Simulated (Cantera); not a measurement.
## SiO2 + H2 (hydrogen reduction and annealing atmospheres)

Feed: 1 mol SiO2, 520 mol H2, equilibrated at 550 °C and 10.0 mbar.

Equilibrium computed with Cantera from the NASA thermochemical tables; the gas is ideal and each condensed phase is pure. Candidate condensed phases: H2O, Si, SiO2; 18 gas species. Rates play no part.

```yaml
x(H2): 1.00
n(SiO2(α-quartz)): 1.00 mol
gas_amount: 520.0 mol
log10 activity of Si(s) (absent): -1.99
```
